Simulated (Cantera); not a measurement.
Feed: 1 mol Ti(OiPr)4, 99 mol H2, at 1023.15 K and 0.133 bar.

Method: chemical equilibrium by Gibbs-energy minimisation in Cantera with the NASA 1993 tables (ideal gas, pure condensed phases). Candidate condensed phases: C, C6H6, C7H8, C8H18, H2O, Ti, TiC, TiO, TiO2, Ti2O3, Ti3O5, Ti4O7; 113 gas species. The feed counts by its element totals alone. The numbers say what is thermodynamically allowed, not how fast it happens.

Base state: H2 0.973, CO 0.0169, CH4 0.00945, H2O 0.000600, CO2 1.36e-5 (mole fractions); condensed: C(graphite) + TiO2(rutile).

**Question.** What changes in the equilibrium state with this change: pressure from 0.133 bar to 49.0 mbar?

**Answer.** 
```csv
species,before,after
H2,0.973,0.979
CO,0.0169,0.0172
CH4,0.00945,0.00352
H2O,0.000600,0.000226
CO2,1.36e-5,5.18e-6
"C(graphite), mol",8.99,9.62
"TiO2(rutile), mol",1.00,1.00
```
